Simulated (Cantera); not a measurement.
An isothermal, constant-pressure homogeneous reactor starts with CO : O₂ : H₂O : N₂ = 0.0019 : 0.019 : 0.00038 : 1 (molar parts), at 1475 K and 100000 Pa.

Detailed kinetics in Cantera: GRI-Mech 3.0 (53 species, 325 reactions).

x: mole fraction; the columns are a selection and need not sum to one.

```tsv
t (s)	x CO	x O₂	x H₂O	x HO₂	x O	x CO₂	x NO
2.00e-5	0.00186	0.0186	0.000372	1.64e-11	1.16e-9	1.17e-9	<1e-12
0.000102	0.00186	0.0186	0.000372	7.69e-11	5.90e-9	6.00e-9	<1e-12
0.000518	0.00186	0.0186	0.000372	3.67e-10	3.21e-8	3.50e-8	<1e-12
0.00264	0.00186	0.0186	0.000372	___	___	___	6.74e-12
0.0134	___	0.0178	___	___	___	___	___
0.0683	1.76e-5	0.0177	0.000366	9.15e-8	1.52e-5	0.00184	1.72e-6
0.347	3.71e-7	0.0177	0.000371	5.51e-9	1.18e-6	0.00186	1.85e-6
1.77	4.87e-8	0.0177	0.000371	1.57e-9	3.91e-7	0.00186	1.87e-6
9.00	4.71e-8	0.0177	0.000371	1.54e-9	3.84e-7	0.00186	1.91e-6
```

### Question
Complete the blanks.

### Answer

- 0.00264, x HO₂: 1.53e-8
- 0.00264, x O: 9.01e-7
- 0.00264, x CO₂: 1.14e-6
- 0.0134, x CO: 0.000634
- 0.0134, x H₂O: 0.000335
- 0.0134, x HO₂: 7.56e-7
- 0.0134, x O: 0.000307
- 0.0134, x CO₂: 0.00123
- 0.0134, x NO: 4.57e-7
